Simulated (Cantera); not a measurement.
Charge: 1 mol Fe₂O₃, 4.4 mol HCl, equilibrated at 1923 K and 37.0 Pa.

Equilibrium computed with Cantera from the NASA thermochemical tables; the gas is ideal and each condensed phase is pure. Candidate condensed phases: Fe, FeCl₂, FeCl₃, FeO, Fe(OH)₂, Fe(OH)₃, Fe₂O₃, Fe₃O₄, H₂O; 22 gas species. The tables' stoichiometric FeO is somewhat more stable than real wüstite, so its field is too wide. FeO: taken at fixed stoichiometry. Equilibrium is a limit: real reactors are often held back by kinetics, nucleation or transport.

Base state: HCl 0.305, H₂O 0.255, FeCl₂ 0.208, Cl 0.126, O₂ 0.0676, OH 0.0120, H₂ 0.00803, Fe 0.00585 (mole fractions); condensed: FeO(l).

### Question
What changes in the equilibrium state with this change: temperature from 1923 K to 1000 K?

### Answer
```tsv
species	before	after
HCl	0.305	0.958
H₂O	0.255	0.0214
FeCl₂	0.208	0.0108
OH	0.0120	6.98e-8
O₂	0.0676	0.000231
Cl	0.126	0.00132
Fe	0.00585	<1e-9
O	0.00489	<1e-9
H	0.00439	<1e-9
FeO	0.00305	<1e-9
H₂	0.00803	6.38e-9
FeO(l), mol	0.871	0
Fe₂O₃(s), mol	0	0.968
```

### Question
What changes in the equilibrium state with this change: temperature from 1923 K to 725 K?

### Answer
```csv
species,before,after
HCl,0.305,0.992
H₂O,0.255,0.00446
FeCl₃,8.60e-6,0.00270
FeCl₂,0.208,0.000273
O₂,0.0676,<1e-9
OH,0.0120,<1e-9
Cl,0.126,8.33e-7
H₂,0.00803,<1e-9
Fe,0.00585,<1e-9
"FeO(l), mol",0.871,0
"Fe₂O₃(s), mol",0,0.993
```
Condensed phases not in the tables: FeOCl.

### Question
What changes in the equilibrium state with this change: HCl from 4.4 to 14 mol?

### Answer
```json
[
 {"species": "HCl", "before": "0.305", "after": "0.515"},
 {"species": "H₂O", "before": "0.255", "after": "0.175"},
 {"species": "Cl", "before": "0.126", "after": "0.143"},
 {"species": "FeCl₂", "before": "0.208", "after": "0.127"},
 {"species": "O₂", "before": "0.0676", "after": "0.00656"},
 {"species": "H₂", "before": "0.00803", "after": "0.0177"},
 {"species": "OH", "before": "0.0120", "after": "0.00554"},
 {"species": "Fe(OH)₂", "before": "7.02e-5", "after": "7.06e-6"},
 {"species": "FeO", "before": "0.00305", "after": "0.000448"},
 {"species": "O", "before": "0.00489", "after": "0.00152"},
 {"species": "ClO", "before": "1.01e-5", "after": "3.56e-6"},
 {"species": "Fe", "before": "0.00585", "after": "0.00276"},
 {"species": "FeO(l), mol", "before": "0.871", "after": "0"}
]
```
